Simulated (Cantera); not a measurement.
A closed system holds: 1 mol C₂F₆, 0.56 mol HCl, at 1352 °C and 0.0340 bar.

These are equilibrium values from Cantera (NASA tables, ideal gas, pure condensed phases), not measurements of a reactor. Candidate condensed phases: C, C₆H₆, C₇H₈, C₈H₁₈; 118 gas species. The feed counts by its element totals alone. Gases not in the tables: C₂F₆ and larger saturated fluorocarbons. The numbers say what is thermodynamically allowed, not how fast it happens.

Base state: CF₄ 0.577, HF 0.223, Cl 0.136, Cl₂ 0.0391, HCl 0.0159, CClF₃ 0.00770, CF₂ 0.000983, CF₃ 0.000195 (mole fractions); condensed: C(graphite).

What changes in the equilibrium state with this change: C₂F₆ replaced by CCl₄?


```json
[
 {"species": "Cl", "before": "0.136", "after": "0.433"},
 {"species": "Cl₂", "before": "0.0391", "after": "0.395"},
 {"species": "HCl", "before": "0.0159", "after": "0.171"},
 {"species": "CF₄", "before": "0.577", "after": "0"},
 {"species": "HF", "before": "0.223", "after": "0"},
 {"species": "CClF₃", "before": "0.00770", "after": "0"},
 {"species": "CF₂", "before": "0.000983", "after": "0"},
 {"species": "CF₃", "before": "0.000195", "after": "0"},
 {"species": "F", "before": "0.000153", "after": "0"},
 {"species": "C(graphite), mol", "before": "0.625", "after": "1.000"}
]
```

What changes in the equilibrium state with this change: C₂F₆ replaced by CH₃Cl?


```
species             before     after
----------------  --------  --------
HCl                 0.0159     0.609
H₂                 1.23e-9     0.391
Cl                   0.136  0.000294
CF₄                  0.577         0
HF                   0.223         0
Cl₂                 0.0391   1.81e-7
CClF₃              0.00770         0
CF₂               0.000983         0
CF₃               0.000195         0
C(graphite), mol     0.625     1.000
```
